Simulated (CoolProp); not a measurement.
Vapour-liquid equilibrium of CH2F2 (R32) (1) + R125 (2) at 0.0627 bar; x and y are mole fractions of (1).

The numbers come from the multi-fluid Helmholtz-energy mixture model, Tillner-Roth 1997 and Lemmon 2005; pair parameters Lemmon 2004 in CoolProp.

```
x     bubble temperature (°C)  y at the bubble point  dew temperature at overall composition x (°C)  liquid density (mol/L)
----  -----------------------  ---------------------  ---------------------------------------------  ----------------------
0.05                    -92.0                  0.062                                          -92.0                   14.18
0.15                    -92.3                  0.185                                          -92.2                   14.89
0.25                    -92.7                  0.304                                          -92.5                   15.67
0.35                    -93.0                  0.414                                          -92.8                   16.53
0.45                    -93.4                  0.517                                          -93.1                   17.48
0.55                    -93.7                  0.610                                          -93.5                   18.54
0.65                    -93.9                  0.697                                          -93.8                   19.73
0.75                    -94.1                  0.780                                          -94.0                   21.08
0.85                    -94.2                  0.862                                          -94.2                   22.64
0.95                    -94.3                  0.950                                          -94.3                   24.44
```

y crosses x between x = 0.85 and 0.95: the model has an azeotrope there.

Pair parameters are fitted to limited data, so mixtures are less certain than the pure fluids.
